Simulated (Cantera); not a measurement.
## Halide evaporation, hydrolysis and transport: NaCl + HCl + H2

Charge: 1 mol NaCl, 0.83 mol HCl, 6.2 mol H2, equilibrated at 133 Pa.

Equilibrium computed with Cantera from the NASA thermochemical tables; the gas is ideal and each condensed phase is pure. Candidate condensed phases: Na, NaCl; 10 gas species. Equilibrium is a limit: real reactors are often held back by kinetics, nucleation or transport.

```csv
T (K),x H2,x NaCl,x HCl,x Na2Cl2,n NaCl(s)
798,0.882,5.90e-5,0.118,1.26e-5,0.999
873,0.881,0.00102,0.118,0.000286,0.989
948,0.869,0.0110,0.116,0.00382,0.867
1023,0.793,0.0737,0.106,0.0271,0
1098,0.781,0.104,0.105,0.0110,0
1173,0.775,0.118,0.104,0.00355,0
1248,0.773,0.122,0.104,0.00114,0
1323,0.772,0.124,0.103,0.000398,0
1398,0.772,0.124,0.104,0.000154,0
1473,0.771,0.124,0.104,6.52e-5,0
1548,0.770,0.123,0.105,2.98e-5,0
1623,0.768,0.121,0.106,1.45e-5,0
```
x: gas mole fraction; n: condensed amount in mol.

From 798 K to 948 K the condensed part is NaCl(s). From 1023 K to 1623 K nothing is condensed. The main Na-bearing gas is NaCl throughout.
